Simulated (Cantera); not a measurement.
A freely propagating, adiabatic, planar premixed flame of 12.6 % CH4, 19.4 % O2, 67.9 % N2, equivalence ratio 1.3, unburnt at 525 K and 0.680 bar; multicomponent+Soret transport, grid criteria slope 0.08 and curve 0.16, no radiation.

Computed with Cantera and GRI-Mech 3.0 (53 species, 325 reactions). Burning velocities carry a grid error of a few per cent, more on coarse grids.

Predict: laminar burning velocity; thermal thickness; peak x(H); peak x(CH2O); peak x(CH3).


```json
{
  "laminar_burning_velocity": "96.4 cm/s",
  "thermal_thickness": "0.511 mm",
  "peak x(H)": "0.0120",
  "peak x(CH2O)": "0.00124",
  "peak x(CH3)": "0.00502"
}
```
